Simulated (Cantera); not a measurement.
A closed system holds: 1 mol CO₂, 3.8 mol O₂, 4 mol N₂, equilibrated at 1650 °C and 0.280 bar.

These are equilibrium values from Cantera (NASA tables, ideal gas, pure condensed phases), not measurements of a reactor. Candidate condensed phases: C; 24 gas species. Equilibrium is a limit: real reactors are often held back by kinetics, nucleation or transport.

Base state: N₂ 0.451, O₂ 0.428, CO₂ 0.113, NO 0.00664, O 0.000448, CO 0.000222 (mole fractions); condensed: gas only.

Task: What changes in the equilibrium state with this change: pressure from 0.280 bar to 10.0 mbar?

Result: 
```
species    before    after
-------  --------  -------
N₂          0.451    0.450
O₂          0.428    0.427
CO₂         0.113    0.112
O        0.000448  0.00237
CO       0.000222  0.00116
NO        0.00664  0.00663
```
